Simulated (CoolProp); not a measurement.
Acetone along the isotherm 550 K: fugacity coefficient from the reference equation and from simpler models built on Tc = 508.1 K, pc = 4692 kPa, ω = 0.307; each cubic takes its own stable root.

Computed with CoolProp (reference Helmholtz-energy equation of state, Lemmon 2006). It is a short technical equation, of lower accuracy than the large ones.

```
p (kPa)          phase  reference
-------  -------------  ---------
74.2               gas     0.9953
152                gas     0.9903
313                gas     0.9802
642                gas     0.9596
1320               gas     0.9182
2710               gas     0.8368
5560     supercritical     0.6824
11400    supercritical     0.4425
23500    supercritical     0.2959
```

How far does each simpler model (van der Waals, Peng-Robinson) lie from the reference over these 9 states: mean and median of the absolute difference, and the worst?


- van der Waals: mean 5.1 %, median 1.5 %, worst +28.0 % at 550 K and 23500 kPa
- Peng-Robinson: mean 2.1 %, median 0.2 %, worst +12.2 % at 550 K and 23500 kPa
